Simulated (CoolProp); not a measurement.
Tetrahydrofuran along the isobar 0.101 MPa: density (kg/m³) from the reference equation and from simpler models built on Tc = 267.0 °C, pc = 5.304 MPa, ω = 0.234; each cubic takes its own stable root.

Computed with CoolProp (reference Helmholtz-energy equation of state, Fiedler 2023).

```tsv
T (°C)	phase	reference
-9.85	liquid	919.8
1.45	liquid	907.6
12.65	liquid	895.5
23.85	liquid	883.3
35.05	liquid	870.9
46.25	liquid	858.3
57.45	liquid	845.6
68.65	gas	2.635
79.95	gas	2.544
```

Task: How far does each simpler model (van der Waals, Redlich-Kwong, Soave-Redlich-Kwong, Peng-Robinson) lie from the reference over these 9 states: mean and median of the absolute difference, and the worst?

Result: 
- van der Waals: mean 77.7 %, median 99.6 %, worst -99.7 % at 57.45 °C and 0.101 MPa
- Redlich-Kwong: mean 17.3 %, median 9.2 %, worst -99.7 % at 57.45 °C and 0.101 MPa
- Soave-Redlich-Kwong: mean 5.6 %, median 7.0 %, worst -7.6 % at -9.85 °C and 0.101 MPa
- Peng-Robinson: mean 3.6 %, median 4.4 %, worst +5.1 % at 57.45 °C and 0.101 MPa

At some of these states van der Waals, Redlich-Kwong gives the other phase, because its saturation line lies elsewhere.
